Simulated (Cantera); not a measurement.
Input (Python, Cantera):

```python
import numpy as np
import cantera as ct

gas = ct.Solution("gri30.yaml")
gas.TPX = 1398, 101325, {'N2O': 1, 'H2O': 0.047}
reactor = ct.IdealGasConstPressureReactor(gas, energy="off", clone=False)
net = ct.ReactorNet([reactor])
net.rtol, net.atol = 1e-08, 1e-18
show = ['N2O', 'H2O', 'O2', 'HO2', 'H2', 'NO']
times = np.geomspace(3e-05, 100, 12)

steps = ct.SolutionArray(gas, extra=["t"])
rows = []
print(f"{'t/s':>10s}{'T/K':>9s}{'P/Pa':>11s}" + "".join(f"{s:>11s}" for s in show))
for t in times:
    while net.time < t:
        t_next = net.step()
        steps.append(gas.state, t=t_next)
    rows.append([np.interp(t, steps.t, y) for y in (steps.T, steps.P, *steps(*show).X.T)])
    print(f"{t:10.3e}{rows[-1][0]:9.1f}{rows[-1][1]:11.4g}" + "".join(f"{x:11.3e}" for x in rows[-1][2:]))
rate = np.gradient(steps.T, steps.t)
print("integrator steps:", len(steps.t))
if steps.T.max() > steps.T[0] + 200:
    print(f"time of steepest temperature rise: {steps.t[rate.argmax()]:.4e} s")
gas.TPX = 1398, 101325, {'N2O': 1, 'H2O': 0.047}
gas.equilibrate("TP")
print(f"equilibrium (TP): T = {gas.T:.1f} K  " + "  ".join(f"{s} {gas[s].X[0]:.3e}" for s in show))
```

Output:

```
       t/s      T/K       P/Pa        N2O        H2O         O2        HO2         H2         NO
 3.000e-05   1398.0  1.013e+05  9.544e-01  4.486e-02  1.710e-04  3.077e-06  2.255e-08  8.275e-05
 1.175e-04   1398.0  1.013e+05  9.522e-01  4.480e-02  7.514e-04  1.731e-05  3.895e-07  3.444e-04
 4.604e-04   1398.0  1.013e+05  9.436e-01  4.466e-02  3.120e-03  1.518e-05  1.210e-06  1.298e-03
 1.803e-03   1398.0  1.013e+05  9.109e-01  4.416e-02  1.216e-02  9.587e-06  8.428e-07  4.794e-03
 7.064e-03   1398.0  1.013e+05  7.982e-01  4.245e-02  4.380e-02  4.470e-06  5.203e-07  1.699e-02
 2.767e-02   1398.0  1.013e+05  5.069e-01  3.803e-02  1.270e-01  1.484e-06  4.189e-07  4.744e-02
 1.084e-01   1398.0  1.013e+05  1.364e-01  3.242e-02  2.366e-01  4.318e-07  2.820e-07  7.932e-02
 4.247e-01   1398.0  1.013e+05  5.103e-03  3.046e-02  2.792e-01  9.845e-08  4.533e-08  8.333e-02
 1.664e+00   1398.0  1.013e+05  1.942e-06  3.038e-02  2.810e-01  6.121e-08  2.513e-08  8.316e-02
 6.517e+00   1398.0  1.013e+05  1.835e-06  3.038e-02  2.811e-01  6.122e-08  2.513e-08  8.300e-02
 2.553e+01   1398.0  1.013e+05  1.808e-06  3.038e-02  2.814e-01  6.127e-08  2.511e-08  8.239e-02
 1.000e+02   1398.0  1.013e+05  1.710e-06  3.038e-02  2.826e-01  6.146e-08  2.506e-08  8.006e-02
integrator steps: 1679
equilibrium (TP): T = 1398.0 K  N2O 4.681e-08  H2O 3.037e-02  O2 3.228e-01  HO2 6.786e-08  H2 2.342e-08  NO 8.084e-04
```

Model: GRI-Mech 3.0 (53 species, 325 reactions), integrated in Cantera. GRI-Mech 3.0 was tuned for natural gas; its chemistry of N2O as a main component is partial and can be far from experiment. The mechanism lacks the step 2 NO + O2 → 2 NO2, which can matter for NO2 below about 1400 K. The temperature is held fixed by assumption; the heat of reaction is taken as removed at once.
